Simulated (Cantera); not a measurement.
A perfectly stirred reactor is fed with CH₄ : C₂H₆ : C₃H₈ : O₂ : N₂ = 1 : 0.19 : 1.3 : 5.09 : 19.1 (molar parts), equivalence ratio 1.8, at 880000 Pa; it is adiabatic with a 498 K inlet, and is followed from long to short residence time, starting on the burning branch (τ in s: 0.099, 0.051, 0.026, 0.014, 0.0071, 0.0037, 0.0019, 0.00098, 0.00051, 0.00026, 0.00014, 7.1e-05).

Model: GRI-Mech 3.0 (53 species, 325 reactions), integrated in Cantera. GRI-Mech 3.0 was tuned for natural gas; its chemistry of propane as a main component is partial and can be far from experiment.

**Question.** Predict: blow-out, bracketed by the residence times tried; x(CH₄) at τ = 99.0 ms; x(C₂H₆) at τ = 99.0 ms; x(C₃H₈) at τ = 99.0 ms; x(H₂O₂) at τ = 99.0 ms; x(H₂O) at τ = 99.0 ms; x(CH₄) at τ = 1.90 ms; x(C₂H₆) at τ = 1.90 ms; x(C₃H₈) at τ = 1.90 ms; x(H₂O₂) at τ = 1.90 ms; x(H₂O) at τ = 1.90 ms.

**Answer.** 
```json
{
 "blow_out_bracketed_by_the_residence_times_tried": "burning at 0.260 ms, out at 0.140 ms",
 "x(CH₄) at τ = 99.0 ms": "0.00385",
 "x(C₂H₆) at τ = 99.0 ms": "1.64e-6",
 "x(C₃H₈) at τ = 99.0 ms": "3.97e-7",
 "x(H₂O₂) at τ = 99.0 ms": "4.01e-9",
 "x(H₂O) at τ = 99.0 ms": "0.131",
 "x(CH₄) at τ = 1.90 ms": "0.00994",
 "x(C₂H₆) at τ = 1.90 ms": "4.57e-5",
 "x(C₃H₈) at τ = 1.90 ms": "1.62e-5",
 "x(H₂O₂) at τ = 1.90 ms": "1.61e-7",
 "x(H₂O) at τ = 1.90 ms": "0.149"
}
```
